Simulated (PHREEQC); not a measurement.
Synthetic water in mg/kgw, 55 °C, pH 3.83, pe 13: Na 2120; K 50.1; Ca 353; Mg 198; Cl 283; S(6) as SO4 5710; B 4.56; Cu(2) 108; Mn(2) 37.7.

Valence states are taken as typed.

Computed with PHREEQC (ion-association model, wateq4f.dat).

Task: The ionic strength comes out as 0.150 mol/kgw. What activity coefficients do CaHSO4+, HSO4-, SO4-2, Na+, Cu+2 get?

Result: CaHSO4+ 0.75, HSO4- 0.74, SO4-2 0.31, Na+ 0.75, Cu+2 0.34.

Precipitation was switched off in this run. Species that the database lacks are ignored. Constants without temperature data keep their 25 °C values here.
